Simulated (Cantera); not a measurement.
**Low-pressure radical oxidation in H2/O2**

An isothermal, constant-pressure homogeneous reactor starts with 5.57 % H2, 94.4 % O2, at 900 K and 0.0286 atm.

Computed with Cantera and GRI-Mech 3.0 (53 species, 325 reactions). Radical loss at walls, strong at low pressure, is not modelled. Below about 950 K walls govern HO2 and H2O2 in real vessels. The temperature is held fixed by assumption; the heat of reaction is taken as removed at once.

```csv
t (s),x H2,x O2,x H2O,x OH,x HO2
5.00e-5,0.0557,0.944,<1e-12,<1e-12,2.69e-12
0.000182,0.0557,0.944,3.58e-12,2.51e-12,1.01e-11
0.000660,0.0557,0.944,1.15e-10,2.79e-11,4.48e-11
0.00240,0.0557,0.944,8.90e-8,1.62e-8,6.96e-9
0.00871,0.00618,0.936,0.0480,0.00140,2.34e-5
0.0316,0.000416,0.942,0.0568,0.000101,5.69e-6
0.115,7.81e-5,0.943,0.0572,3.04e-5,1.51e-6
0.417,1.09e-5,0.943,0.0573,1.14e-5,3.11e-7
1.52,8.52e-7,0.943,0.0573,4.16e-6,4.17e-8
5.51,3.25e-8,0.943,0.0573,1.55e-6,5.57e-9
20.0,7.14e-10,0.943,0.0573,6.71e-7,1.07e-9
```
x: mole fraction; the columns are a selection and need not sum to one.

Equilibrium at this temperature and pressure: H2 1.12e-12, O2 0.943, H2O 0.0573, OH 3.51e-8, HO2 1.52e-10 (gas phase only).
